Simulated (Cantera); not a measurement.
A Cantera script and what it prints.

```python
import numpy as np
import cantera as ct

gas_names = [...]  # 140 gases of nasa_gas.yaml made of C, Fe, H, N, O
cond_names = """
    C(gr) C6H6(L) C7H8(L) C8H18(L),n-octa Fe(a) Fe(c) Fe(d) Fe(L) FeC5O5(L) FeO(s) FeO(L) Fe(OH)2(s)
    Fe(OH)3(s) Fe2O3(s) Fe3O4(s) H2O(s) H2O(L)
""".split()


# ... load() reads the species with a 1 bar reference pressure and builds the phases ...
atoms = {
    'Fe2O3': {'Fe': 2, 'O': 3},
    'CH4': {'C': 1, 'H': 4},
    'N2': {'N': 2},
}
top_T = {'C(gr)': 4500, 'Fe2O3(s)': 1830, 'Fe3O4(s)': 1870}  # K; cautious upper limits of use, not melting points


# ... equilibrate(T, P, feed) seeds the gas with the atoms and calls Mixture.equilibrate('TP', solver="vcs", rtol=1e-11, max_steps=5000) ...
results = []
feed = {'Fe2O3': 1, 'CH4': 0.69, 'N2': 7.5}  # mol
P = 1600  # Pa
for T in [1573, 1723, 1873, 2023, 2173, 2323, 2473]:
    mix = equilibrate(T, P, feed)
    results.append((T, P, feed, dict(zip(mix.species_names, mix.species_moles))))
    x = sorted(zip(gas.X, gas.species_names), reverse=True)
    print(f"T = {T:g} K  P = {P:g} Pa  gas = {mix.phase_moles(0):.4g} mol")
    print("   x: " + "  ".join(f"{s} {v:.3e}" for v, s in x if v > 0.001))
    print("   condensed (mol): " + ("  ".join(f"{mix.phase(i).name} {mix.phase_moles(i):.4g}"
          for i in range(1, mix.n_phases) if mix.phase_moles(i) > 1e-12) or "none"))
```

It prints:

```
T = 1573 K  P = 1600 Pa  gas = 9.571 mol
   x: N2 7.836e-01  H2 9.956e-02  CO 6.243e-02  H2O 4.457e-02  CO2 9.662e-03
   condensed (mol): Fe(c) 0.2087  FeO(s) 1.791
T = 1723 K  P = 1600 Pa  gas = 9.578 mol
   x: N2 7.831e-01  H2 9.813e-02  CO 6.360e-02  H2O 4.572e-02  CO2 8.439e-03
   condensed (mol): Fe(d) 0.2034  FeO(L) 1.791
T = 1873 K  P = 1600 Pa  gas = 9.626 mol
   x: N2 7.791e-01  H2 9.763e-02  CO 6.446e-02  H2O 4.490e-02  CO2 7.220e-03  Fe 4.941e-03  H 1.594e-03
   condensed (mol): Fe(L) 0.1448  FeO(L) 1.807
T = 2023 K  P = 1600 Pa  gas = 9.844 mol
   x: N2 7.619e-01  H2 8.886e-02  CO 6.270e-02  H2O 4.893e-02  Fe 2.516e-02  CO2 7.397e-03  H 4.476e-03
   condensed (mol): FeO(L) 1.749
T = 2173 K  P = 1600 Pa  gas = 10.21 mol
   x: N2 7.348e-01  H2O 7.037e-02  H2 5.941e-02  CO 5.505e-02  Fe 5.463e-02  CO2 1.256e-02  H 9.299e-03  FeO 1.889e-03  OH 1.475e-03
   condensed (mol): FeO(L) 1.423
T = 2323 K  P = 1600 Pa  gas = 10.85 mol
   x: N2 6.905e-01  Fe 9.178e-02  H2O 8.433e-02  CO 4.331e-02  H2 3.171e-02  CO2 2.029e-02  H 1.533e-02  FeO 9.457e-03  OH 6.781e-03  O2 2.470e-03  O 2.228e-03  NO 1.670e-03
   condensed (mol): FeO(L) 0.9005
T = 2473 K  P = 1600 Pa  gas = 12.27 mol
   x: N2 6.084e-01  Fe 1.397e-01  H2O 7.012e-02  CO 3.635e-02  H 2.550e-02  FeO 2.320e-02  H2 2.093e-02  CO2 1.989e-02  O2 1.905e-02  OH 1.716e-02  O 1.382e-02  NO 5.799e-03
   condensed (mol): none
```

These are equilibrium values from Cantera (NASA tables, ideal gas, pure condensed phases), not measurements of a reactor. Each liquid is taken as pure. Mutual solubility and eutectic melting of coexisting phases are not modelled. The tables' stoichiometric FeO is somewhat more stable than real wüstite, so its field is too wide. FeO: taken at fixed stoichiometry.
